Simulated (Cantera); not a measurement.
Feed: 1 mol AlN, 0.034 mol N₂, held at 0.00180 bar.

Equilibrium computed with Cantera from the NASA thermochemical tables; the gas is ideal and each condensed phase is pure. Candidate condensed phases: Al, AlN; 5 gas species. Equilibrium is a limit: real reactors are often held back by kinetics, nucleation or transport.

log p: log10 of the partial pressure in bar; n: condensed amount in mol.

```json
[
 {"T (K)": "1848", "log p N₂": "-2.75", "log p Al": "-4.67", "log p Al₂": "-9.48", "log p N": "(withheld)", "n AlN(s)": "1.000"},
 {"T (K)": "1898", "log p N₂": "-2.76", "log p Al": "-4.19", "log p Al₂": "-8.66", "log p N": "(withheld)", "n AlN(s)": "0.999"},
 {"T (K)": "1948", "log p N₂": "-2.79", "log p Al": "-3.73", "log p Al₂": "-7.86", "log p N": "(withheld)", "n AlN(s)": "0.996"},
 {"T (K)": "1998", "log p N₂": "-2.91", "log p Al": "-3.25", "log p Al₂": "-7.01", "log p N": "(withheld)", "n AlN(s)": "0.980"},
 {"T (K)": "2048", "log p N₂": "-3.20", "log p Al": "-2.93", "log p Al₂": "-6.48", "log p N": "(withheld)", "n AlN(s)": "0"},
 {"T (K)": "2098", "log p N₂": "-3.20", "log p Al": "-2.93", "log p Al₂": "-6.59", "log p N": "(withheld)", "n AlN(s)": "0"},
 {"T (K)": "2148", "log p N₂": "-3.20", "log p Al": "-2.93", "log p Al₂": "-6.69", "log p N": "(withheld)", "n AlN(s)": "0"},
 {"T (K)": "2198", "log p N₂": "-3.20", "log p Al": "-2.93", "log p Al₂": "-6.78", "log p N": "(withheld)", "n AlN(s)": "0"},
 {"T (K)": "2248", "log p N₂": "-3.20", "log p Al": "-2.93", "log p Al₂": "-6.88", "log p N": "(withheld)", "n AlN(s)": "0"},
 {"T (K)": "2298", "log p N₂": "-3.20", "log p Al": "-2.93", "log p Al₂": "-6.96", "log p N": "(withheld)", "n AlN(s)": "0"},
 {"T (K)": "2348", "log p N₂": "-3.20", "log p Al": "-2.93", "log p Al₂": "-7.05", "log p N": "(withheld)", "n AlN(s)": "0"},
 {"T (K)": "2398", "log p N₂": "-3.20", "log p Al": "-2.93", "log p Al₂": "-7.13", "log p N": "(withheld)", "n AlN(s)": "0"}
]
```

**Question.** What belongs in the gaps?

**Answer.** 
- 1848, log p N: -11.45
- 1898, log p N: -11.10
- 1948, log p N: -10.78
- 1998, log p N: -10.51
- 2048, log p N: -10.35
- 2098, log p N: -10.06
- 2148, log p N: -9.78
- 2198, log p N: -9.52
- 2248, log p N: -9.26
- 2298, log p N: -9.02
- 2348, log p N: -8.79
- 2398, log p N: -8.56
